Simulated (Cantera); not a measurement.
Charge: 1 mol Cr₂O₃, 76 mol H₂, held at 16.0 Pa.

Equilibrium computed with Cantera from the NASA thermochemical tables; the gas is ideal and each condensed phase is pure. Candidate condensed phases: Cr, Cr₂O₃, H₂O; 13 gas species. Mutual solubility and eutectic melting of coexisting phases are not modelled. Equilibrium is a limit: real reactors are often held back by kinetics, nucleation or transport.

log p: log10 of the partial pressure in bar; n: condensed amount in mol.

```csv
T (°C),log p H₂,log p H,log p H₂O,log p Cr,log p CrO,log p OH,n Cr₂O₃(s),n Cr(s)
550,-3.80,-13.03,-10.31,<-15,<-15,<-15,1.000,0
650,-3.80,-11.51,-9.43,-14.74,<-15,<-15,1.000,0
750,-3.80,…,…,…,<-15,<-15,1.000,…
850,-3.80,…,…,…,<-15,<-15,0.999,…
950,-3.80,-8.42,-7.68,-9.31,-14.00,-14.35,0.997,0.00635
1050,-3.80,-7.70,-7.28,-8.05,-12.22,-13.02,0.992,0.0124
1150,-3.80,-7.08,-6.88,-7.06,-10.72,-11.82,0.979,0
1250,-3.80,-6.54,-6.33,-6.51,-9.53,-10.58,0.926,0
1350,-3.80,-6.06,-5.86,-6.03,-8.48,-9.49,0.776,0
1450,-3.82,-5.65,-5.44,-5.62,-7.57,-8.53,0.407,0
1550,-3.84,-5.28,-5.23,-5.40,-7.06,-7.83,0,0
1650,-3.86,-4.95,-5.24,-5.41,-7.00,-7.40,0,0
```

Task: Some entries are withheld; supply them.

Result: 
- 850, log p H: -9.27
- 850, log p H₂O: -8.16
- 850, log p Cr: -10.79
- 850, n Cr(s): 0.00219
- 750, log p H: -10.28
- 750, log p H₂O: -8.73
- 750, log p Cr: -12.57
- 750, n Cr(s): 0.000588
